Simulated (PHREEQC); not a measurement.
A made-up water analysis in mg/L, 70 °C, pH 7.92, pe 10.1:

```json
[
 {"constituent": "Na", "mg/L": "57.2"},
 {"constituent": "K", "mg/L": "11"},
 {"constituent": "Ca", "mg/L": "56.8"},
 {"constituent": "Mg", "mg/L": "35"},
 {"constituent": "Cl", "mg/L": "69.1"},
 {"constituent": "S(6) as SO4", "mg/L": "149"},
 {"constituent": "Alkalinity as HCO3", "mg/L": "216"},
 {"constituent": "Ni", "mg/L": "0.198"},
 {"constituent": "Cu(2)", "mg/L": "0.637"},
 {"constituent": "Li", "mg/L": "0.284"},
 {"constituent": "B", "mg/L": "0.0425"},
 {"constituent": "Br", "mg/L": "0.633"},
 {"constituent": "Cd", "mg/L": "0.832"}
]
```

Na is adjusted to close the charge balance.
Valence states are taken as typed.

Equilibrium calculation in PHREEQC: ion-association model, wateq4f.dat.

The ionic strength is 0.0107 mol/kgw.

| species | molality | activity | log γ |
|---|---|---|---|
| O2 | 0.0899 | 0.0901 | 0.001 |
| HCO3- | 0.00314 | 0.00281 | -0.049 |
| Na+ | 0.00250 | 0.00223 | -0.050 |
| Cl- | 0.00195 | 0.00173 | -0.051 |
| Ca+2 | 0.00115 | 0.000736 | -0.195 |
| SO4-2 | 0.00109 | 0.000691 | -0.197 |
| Mg+2 | 0.00107 | 0.000687 | -0.192 |
| MgSO4 | 0.000304 | 0.000305 | 0.001 |
| K+ | 0.000279 | 0.000248 | -0.051 |

Precipitation was switched off in this run. Examples of supersaturated solids here: Otavite, Malachite. Others may be too. Complexes and solids missing from the database can't appear. Away from 25 °C the constants follow the database's enthalpies or fits; those with neither stay at their 25 °C values. The database's constant for dissolved Cu(OH)2 is higher than later reviews accept. The database's nickel carbonate constants are estimates that later reviews lower a good deal.
